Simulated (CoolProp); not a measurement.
Vapour-liquid equilibrium of isopentane (1) + toluene (2) at 0.0425 MPa; x and y are mole fractions of (1).

The numbers come from the multi-fluid Helmholtz-energy mixture model, Lemmon 2006 and Lemmon 2006; pair parameters Bell 2016 in CoolProp.

Question: Give the bubble temperature and the first vapour's composition at x = 0.05, 0.8, 0.95. Is there an azeotrope?

Answer: x = 0.05: 65.9 °C, y = 0.474; x = 0.8: 9.1 °C, y = 0.988; x = 0.95: 6.0 °C, y = 0.997. No azeotrope shows between x = 0.05 and 0.95.

Pair parameters are fitted to limited data, so mixtures are less certain than the pure fluids.
